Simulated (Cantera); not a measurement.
## Catalytic combustion on Pt

An isothermal plug-flow reactor at 625 K and 101000 Pa (inlet), inlet velocity 4.6 m/s, active area per volume 5300 1/m; feed 1.55 % H2, 4.40 % O2, 94.0 % N2, equivalence ratio 0.18.

Computed with Cantera and Deutschmann's 1995 Pt surface mechanism with GRI-Mech 3.0 gas chemistry. Catalytic surfaces can have several steady states; this one follows from the mechanism file's or the stated starting coverage. Mass transfer to the wall is taken as infinitely fast.

```json
[
 {"z (m)": "7.1e-05", "x H2": "0.00605", "x O2": "0.0395", "x H2O": "0.00950", "θ free Pt": "0.257", "θ O*": "0.726", "θ OH*": "0.0166"},
 {"z (m)": "0.00012", "x H2": "0.00418", "x O2": "0.0386", "x H2O": "0.0114", "θ free Pt": "0.182", "θ O*": "0.802", "θ OH*": "0.0153"},
 {"z (m)": "0.0002", "x H2": "0.00276", "x O2": "0.0379", "x H2O": "0.0128", "θ free Pt": "0.123", "θ O*": "0.864", "θ OH*": "0.0134"},
 {"z (m)": "0.00033", "x H2": "0.00177", "x O2": "0.0374", "x H2O": "0.0138", "θ free Pt": "0.0795", "θ O*": "0.909", "θ OH*": "0.0113"},
 {"z (m)": "0.00055", "x H2": "0.00110", "x O2": "0.0371", "x H2O": "0.0145", "θ free Pt": "0.0497", "θ O*": "0.941", "θ OH*": "0.00919"},
 {"z (m)": "0.00092", "x H2": "0.000666", "x O2": "0.0369", "x H2O": "0.0149", "θ free Pt": "0.0305", "θ O*": "0.962", "θ OH*": "0.00734"},
 {"z (m)": "0.0015", "x H2": "0.000411", "x O2": "0.0368", "x H2O": "0.0152", "θ free Pt": "0.0190", "θ O*": "0.975", "θ OH*": "0.00587"},
 {"z (m)": "0.0026", "x H2": "0.000236", "x O2": "0.0367", "x H2O": "0.0154", "θ free Pt": "0.0113", "θ O*": "0.984", "θ OH*": "0.00455"},
 {"z (m)": "0.0043", "x H2": "0.000139", "x O2": "0.0367", "x H2O": "0.0155", "θ free Pt": "0.00717", "θ O*": "0.989", "θ OH*": "0.00365"},
 {"z (m)": "0.0071", "x H2": "7.87e-5", "x O2": "0.0366", "x H2O": "0.0155", "θ free Pt": "0.00484", "θ O*": "0.992", "θ OH*": "0.00301"}
]
```
x: gas mole fraction; θ: surface coverage.
